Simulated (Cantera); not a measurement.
A closed system holds: 1 mol Fe3O4, 2.6 mol C, 0.17 mol N2, held at 13.3 mbar.

Method: chemical equilibrium by Gibbs-energy minimisation in Cantera with the NASA 1993 tables (ideal gas, pure condensed phases). Candidate condensed phases: C, Fe, Fe(CO)5, FeO, Fe2O3, Fe3O4; 27 gas species. Each liquid is taken as pure. Mutual solubility and eutectic melting of coexisting phases are not modelled. The tables' stoichiometric FeO is somewhat more stable than real wüstite, so its field is too wide. FeO: taken at fixed stoichiometry. Equilibrium is a limit: real reactors are often held back by kinetics, nucleation or transport.

log p: log10 of the partial pressure in bar; n: condensed amount in mol.

```
T (°C)  log p CO  log p Fe  log p CO2  log p N2  log p FeO  n Fe(α)  n FeO(s)  n Fe(γ)  n Fe(δ)  n FeO(l)  n Fe(l)
------  --------  --------  ---------  --------  ---------  -------  --------  -------  -------  --------  -------
650        -2.02      <-13      -2.54     -3.09       <-13     2.19     0.806        0        0         0        0
750        -2.00    -13.35      -2.61     -3.09       <-13     2.11     0.886        0        0         0        0
850        -1.99    -11.51      -2.65     -3.09       <-13     2.06     0.935        0        0         0        0
950        -1.98       [?]      -2.68     -3.09        [?]        0     0.971     2.03        0         0        0
1050       -1.98     -8.68      -2.71     -3.09     -11.93        0     0.998     2.00        0         0        0
1150       -1.97     -7.57      -2.74     -3.09     -10.54        0      1.02     1.98        0         0        0
1250       -1.97     -6.61      -2.76     -3.09      -9.34        0      1.04     1.96        0         0        0
1350       -1.96     -5.78      -2.79     -3.09      -8.30        0      1.06     1.94        0         0        0
1450       -1.96     -5.04      -2.83     -3.09      -7.41        0         0        0     1.90      1.10        0
1550       -1.95     -4.39      -2.89     -3.09      -6.64        0         0        0        0      1.13     1.86
1650       -1.95     -3.83      -2.92     -3.09      -5.95        0         0        0        0      1.15     1.82
1750       -1.96       [?]      -2.96     -3.10        [?]        0         0        0        0      1.16     1.74
1850       -1.99     -2.88      -3.01     -3.13      -4.78        0         0        0        0      1.17     1.52
1950       -2.07     -2.47      -3.12     -3.22      -4.28        0         0        0        0      1.17    0.855
```

What belongs in the gaps?


- 950, log p Fe: -9.98
- 950, log p FeO: -13.55
- 1750, log p Fe: -3.33
- 1750, log p FeO: -5.33
